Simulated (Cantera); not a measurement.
Mixture: 8.43 % CH₄, 0.657 % CO, 18.7 % O₂, 70.2 % N₂, 2.02 % H₂O, at 82000 Pa, adiabatic and at constant pressure. Ignition delay is the time to a rise of 400 K.

Cantera simulation using GRI-Mech 3.0 (53 species, 325 reactions); the numbers are that mechanism's predictions, not measurements.

Question: Predict: delay at 1225 K; delay at 1375 K; delay at 1525 K; delay at 1675 K; apparent activation energy between 1600 and 1750 K.

Answer: 
- delay at 1225 K = 39.8 ms
- delay at 1375 K = 5.54 ms
- delay at 1525 K = 1.08 ms
- delay at 1675 K = 0.305 ms
- apparent activation energy between 1600 and 1750 K = 170 kJ/mol
